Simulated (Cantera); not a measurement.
A Cantera script and its output.

```python
import numpy as np
import cantera as ct

gas = ct.Solution("gri30.yaml")
gas.TPX = 1398, 49000, {'C3H8': 1, 'O2': 3.12, 'N2': 8.75, 'H2O': 3.8}
reactor = ct.IdealGasReactor(gas, energy="on", clone=False)
net = ct.ReactorNet([reactor])
net.rtol, net.atol = 1e-08, 1e-16
show = ['C3H8', 'O2', 'H2O', 'CH3', 'C2H6']
times = np.geomspace(2e-06, 1, 16)

steps = ct.SolutionArray(gas, extra=["t"])
rows = []
print(f"{'t/s':>10s}{'T/K':>9s}{'P/Pa':>11s}" + "".join(f"{s:>11s}" for s in show))
for t in times:
    while net.time < t:
        t_next = net.step()
        steps.append(gas.state, t=t_next)
    rows.append([np.interp(t, steps.t, y) for y in (steps.T, steps.P, *steps(*show).X.T)])
    print(f"{t:10.3e}{rows[-1][0]:9.1f}{rows[-1][1]:11.4g}" + "".join(f"{x:11.3e}" for x in rows[-1][2:]))
rate = np.gradient(steps.T, steps.t)
print("integrator steps:", len(steps.t))
if steps.T.max() > steps.T[0] + 200:
    print(f"time of steepest temperature rise: {steps.t[rate.argmax()]:.4e} s")
gas.TPX = 1398, 49000, {'C3H8': 1, 'O2': 3.12, 'N2': 8.75, 'H2O': 3.8}
gas.equilibrate("UV")
print(f"equilibrium (UV): T = {gas.T:.1f} K  " + "  ".join(f"{s} {gas[s].X[0]:.3e}" for s in show))
```

Output:

```
       t/s      T/K       P/Pa       C3H8         O2        H2O        CH3       C2H6
 2.000e-06   1397.4  4.898e+04  5.992e-02  1.871e-01  2.279e-01  6.348e-05  6.869e-08
 4.797e-06   1396.6  4.896e+04  5.978e-02  1.871e-01  2.279e-01  1.818e-04  7.387e-07
 1.151e-05   1394.5  4.891e+04  5.939e-02  1.869e-01  2.278e-01  4.836e-04  1.101e-05
 2.759e-05   1390.9  4.886e+04  5.816e-02  1.864e-01  2.278e-01  1.044e-03  1.430e-04
 6.618e-05   1388.0  4.891e+04  5.496e-02  1.851e-01  2.278e-01  1.335e-03  9.046e-04
 1.587e-04   1387.3  4.928e+04  4.721e-02  1.815e-01  2.283e-01  1.295e-03  2.741e-03
 3.807e-04   1454.7  5.384e+04  1.788e-02  1.568e-01  2.356e-01  2.107e-03  4.951e-03
 9.132e-04   2732.4  1.147e+05  5.432e-38  2.385e-03  2.831e-01  1.541e-12  1.033e-25
 2.190e-03   2728.8  1.146e+05  5.877e-38  2.284e-03  2.828e-01  1.568e-12  1.091e-25
 5.253e-03   2725.6  1.145e+05  6.240e-38  2.204e-03  2.826e-01  1.588e-12  1.139e-25
 1.260e-02   2725.1  1.145e+05  6.295e-38  2.192e-03  2.825e-01  1.591e-12  1.146e-25
 3.022e-02   2725.1  1.145e+05  6.296e-38  2.192e-03  2.825e-01  1.591e-12  1.146e-25
 7.248e-02   2725.1  1.145e+05  6.296e-38  2.192e-03  2.825e-01  1.591e-12  1.146e-25
 1.738e-01   2725.1  1.145e+05  6.296e-38  2.192e-03  2.825e-01  1.591e-12  1.146e-25
 4.169e-01   2725.1  1.145e+05  6.296e-38  2.192e-03  2.825e-01  1.591e-12  1.146e-25
 1.000e+00   2725.1  1.145e+05  6.296e-38  2.192e-03  2.825e-01  1.591e-12  1.146e-25
integrator steps: 1772
time of steepest temperature rise: 4.2639e-04 s
equilibrium (UV): T = 2725.1 K  C3H8 9.397e-38  O2 2.192e-03  H2O 2.825e-01  CH3 1.894e-12  C2H6 1.554e-25
```

Computed with Cantera and GRI-Mech 3.0 (53 species, 325 reactions). GRI-Mech 3.0 was tuned for natural gas; its chemistry of propane as a main component is partial and can be far from experiment.
